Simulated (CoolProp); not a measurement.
Properties of propane along the isobar 0.442 MPa.

Values from CoolProp's reference Helmholtz-energy equation of state, Lemmon 2009.

```csv
T (K),phase,Z,cv (kJ/(kg K)),fugacity coefficient
344.6,gas,0.9543,1.704,0.9561
353.8,gas,0.9581,1.744,0.9596
363.1,gas,0.9615,1.784,0.9628
372.3,gas,0.9646,1.824,0.9656
381.5,gas,0.9673,1.864,0.9682
390.7,gas,0.9698,1.904,0.9705
400,gas,0.9721,1.944,0.9727
409.2,gas,0.9741,1.984,0.9746
418.4,gas,0.9760,2.024,0.9764
427.6,gas,0.9777,2.063,0.9780
436.9,gas,0.9792,2.102,0.9795
446.1,gas,0.9807,2.141,0.9809
455.3,gas,0.9820,2.179,0.9822
464.5,gas,0.9832,2.217,0.9834
473.8,gas,0.9843,2.254,0.9845
```
